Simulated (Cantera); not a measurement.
**Boron, boron nitride and boron oxide: borazine + O2 + H2O**

Charge: 1 mol borazine, 0.22 mol O2, 1.1 mol H2O, held at 0.0720 bar.

Equilibrium computed with Cantera from the NASA thermochemical tables; the gas is ideal and each condensed phase is pure. Candidate condensed phases: B, BN, B2O3, B3O3H3, H2O; 39 gas species. The feed counts by its element totals alone. Mutual solubility and eutectic melting of coexisting phases are not modelled. The tables' values for BH2 are old estimates; treat these amounts as uncertain. Gases not in the tables: H3BO3. Kinetics and transport are ignored.

| T (K) | x H2 | x N2 | x HBO | x B2O2 | x B2O3 | x BO | x HBO2 | x H | n BN(s) | n B2O3(l) |
|---|---|---|---|---|---|---|---|---|---|---|
| 1373 | 0.887 | 0.111 | 0.000140 | 2.42e-7 | 1.74e-5 | 5.88e-8 | 0.00100 | 1.17e-5 | 1.98 | 0.508 |
| 1473 | 0.885 | 0.110 | 0.000773 | 5.43e-6 | 0.000172 | 1.05e-6 | 0.00264 | 4.43e-5 | 1.98 | 0.501 |
| 1573 | 0.878 | 0.110 | 0.00339 | 8.10e-5 | 0.00125 | 1.29e-5 | 0.00607 | 0.000142 | 1.98 | 0.481 |
| 1673 | 0.857 | 0.109 | 0.0123 | 0.000867 | 0.00706 | 0.000117 | 0.0124 | 0.000393 | 1.97 | 0.417 |
| 1773 | 0.790 | 0.107 | 0.0373 | 0.00704 | 0.0325 | 0.000817 | 0.0225 | 0.000942 | 1.93 | 0.188 |
| 1873 | 0.726 | 0.113 | 0.0695 | 0.0222 | 0.0446 | 0.00323 | 0.0191 | 0.00205 | 1.80 | 0 |
| 1973 | 0.695 | 0.122 | 0.0953 | 0.0371 | 0.0276 | 0.00856 | 0.0102 | 0.00419 | 1.67 | 0 |
| 2073 | 0.667 | 0.128 | 0.113 | 0.0473 | 0.0128 | 0.0185 | 0.00457 | 0.00800 | 1.56 | 0 |
| 2173 | 0.645 | 0.131 | 0.120 | 0.0482 | 0.00466 | 0.0335 | 0.00179 | 0.0144 | 1.49 | 0 |
x: gas mole fraction; n: condensed amount in mol.

From 1373 K to 1773 K the condensed part is BN(s) + B2O3(l). From 1873 K to 2173 K the condensed part is BN(s). The share of B in condensed phases is highest at 1373 K (99.8 %) and lowest at 2173 K (49.8 %).
